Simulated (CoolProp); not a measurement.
Properties of R1234yf along the isobar 14.1 MPa (Tc = 367.8 K, pc = 3.384 MPa, ω = 0.276).

Values from CoolProp's reference Helmholtz-energy equation of state, Lemmon 2022.

```tsv
T (K)	phase	density (kg/m³)	cv (kJ/(kg K))	Joule-Thomson coefficient (K/MPa)	isothermal compressibility (1/MPa)	Prandtl number
156.5	liquid	1505	0.7386	[?]	0.0007424	19.6
167.2	liquid	1479	0.7444	[?]	0.0008201	14.1
178	liquid	1454	0.7525	-0.4473	0.0009086	10.9
188.8	liquid	1429	0.7628	[?]	0.001009	8.85
199.5	liquid	1404	0.7748	-0.4269	0.001123	7.50
210.3	liquid	1379	0.7884	-0.4135	0.001254	6.54
221	liquid	1354	0.8029	-0.3980	0.001403	5.82
231.8	liquid	1329	0.8182	[?]	0.001577	5.27
242.6	liquid	1303	[?]	-0.3607	0.001779	4.82
253.3	liquid	1278	0.8498	[?]	0.002012	4.47
264.1	liquid	1251	0.8659	-0.3143	0.002287	4.16
```

Question: Complete the blanks.

Answer: 
- 156.5, Joule-Thomson coefficient (K/MPa): -0.4589
- 167.2, Joule-Thomson coefficient (K/MPa): -0.4542
- 188.8, Joule-Thomson coefficient (K/MPa): -0.4382
- 231.8, Joule-Thomson coefficient (K/MPa): -0.3804
- 242.6, cv (kJ/(kg K)): 0.8340
- 253.3, Joule-Thomson coefficient (K/MPa): -0.3388

Viscosity comes from a separate model (Bell 2016), an estimate that may be off by 10 % or more. Thermal conductivity comes from a separate model (Perkins 2011).
